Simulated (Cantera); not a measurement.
Charge: 1 mol H2S, 6.7 mol H2, equilibrated at 2525 K and 0.0240 bar.

Method: chemical equilibrium by Gibbs-energy minimisation in Cantera with the NASA 1993 tables (ideal gas, pure condensed phases). Candidate condensed phases: S; 7 gas species. Rates play no part.

Base state: H2 0.753, H 0.157, S 0.0445, SH 0.0221, S2 0.0201, H2S 0.00315 (mole fractions); condensed: gas only.

**Question.** What changes in the equilibrium state with this change: H2S replaced by CS2?

**Answer.** 
| species | before | after |
|---|---|---|
| H2 | 0.753 | 0.657 |
| H | 0.157 | 0.147 |
| CS | 0 | 0.105 |
| SH | 0.0221 | 0.0202 |
| S2 | 0.0201 | 0.0193 |
| S | 0.0445 | 0.0437 |
| CS2 | 0 | 0.00573 |
| C2H2 (acetylene) | 0 | 5.24e-5 |
| H2S | 0.00315 | 0.00270 |
Further candidate phases: C, C6H6, C7H8, C8H18.
